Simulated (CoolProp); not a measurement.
Isobutane along the isobar 0.101 MPa: Z from the reference equation and from simpler models built on Tc = 134.7 °C, pc = 3.629 MPa, ω = 0.184; each cubic takes its own stable root.

The numbers come from the reference Helmholtz-energy equation of state, Bücker 2006 in CoolProp.

```tsv
T (°C)	phase	reference	Redlich-Kwong	Peng-Robinson
-153.55	liquid	0.008034	0.008809	0.007881
-141.05	liquid	0.007392	0.008072	0.007206
-128.45	liquid	0.006862	0.007467	0.006649
-115.85	liquid	0.006420	0.006966	0.006188
-103.25	liquid	0.006048	0.006548	0.005800
-90.75	liquid	0.005734	0.006198	0.005475
-78.15	liquid	0.005464	0.005900	0.005196
-65.55	liquid	0.005230	0.005647	0.004958
-53.05	liquid	0.005031	0.005435	0.004756
-40.45	liquid	0.004857	0.005255	0.004583
-27.85	liquid	0.004708	0.005105	0.004437
-15.25	liquid	0.004580	0.9654	0.004316
-2.75	gas	0.9633	0.9696	0.9660
9.85	gas	0.9686	0.9732	0.9700
```

At some of these states Redlich-Kwong gives the other phase, because its saturation line lies elsewhere.
